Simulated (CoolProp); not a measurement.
A single-stage vapour-compression cycle with propylene: evaporating at 205.15 K (dew point), condensing at 256.15 K (bubble point), superheat 5 K, subcooling 5 K, compressor efficiency 0.85, no pressure losses. Each further row changes one setting.

The numbers come from the reference Helmholtz-energy equation of state, Lemmon 2013 in CoolProp.

| case | cooling COP | pressure ratio | discharge temperature (K) | refrigerating effect (kJ/kg) | volumetric capacity (kJ/m³) |
|---|---|---|---|---|---|
| as stated | 2.88 | 9.40 | 306.1 | 365 | 322 |
| evaporating temperature 210.15 K | 3.34 | 7.14 | 299.8 | 371 | 422 |
| condensing temperature 251.15 K | 3.26 | 7.89 | 298.2 | 377 | 333 |
| subcooling 10 K | 2.97 | 9.40 | 306.1 | 377 | 333 |
| superheat 15 K | 2.85 | 9.40 | 317.4 | 378 | 318 |
| compressor efficiency 0.75 | 2.54 | 9.40 | 316.4 | 365 | 322 |
